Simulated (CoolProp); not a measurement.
Vapour-liquid equilibrium of propane (1) + isopentane (2) at 327 K; x and y are mole fractions of (1).

Values from CoolProp's multi-fluid Helmholtz-energy mixture model, Lemmon 2009 and Lemmon 2006; pair parameters Kunz 2012.

```tsv
x	bubble pressure, mixture model (bar)	bubble pressure, Raoult's law (bar)	y, mixture model	y, Raoult's law
0.05	(withheld)	3.114	0.284	0.299
0.15	(withheld)	4.745	0.551	0.588
0.25	6.294	6.377	0.683	0.730
0.35	7.804	8.008	(withheld)	0.813
0.45	9.315	9.640	0.821	0.869
0.55	10.85	11.27	0.865	0.908
0.65	12.42	12.90	0.901	0.938
0.75	14.05	14.53	0.931	0.960
0.85	(withheld)	16.17	(withheld)	0.979
0.95	17.61	17.80	(withheld)	0.994
```

**Question.** What belongs in the gaps?

**Answer.** 
- 0.05, bubble pressure, mixture model (bar): 3.146
- 0.15, bubble pressure, mixture model (bar): 4.755
- 0.35, y, mixture model: 0.764
- 0.85, bubble pressure, mixture model (bar): 15.76
- 0.85, y, mixture model: 0.959
- 0.95, y, mixture model: 0.986

The largest gap from Raoult's law is -3.7 % in bubble pressure, at x = 0.55. No azeotrope shows between x = 0.05 and 0.95.

Pair parameters are fitted to limited data, so mixtures are less certain than the pure fluids. The gap from Raoult's law changes sign with composition, which may be real or a fault of the pair parameters; it wasn't checked against measurements.
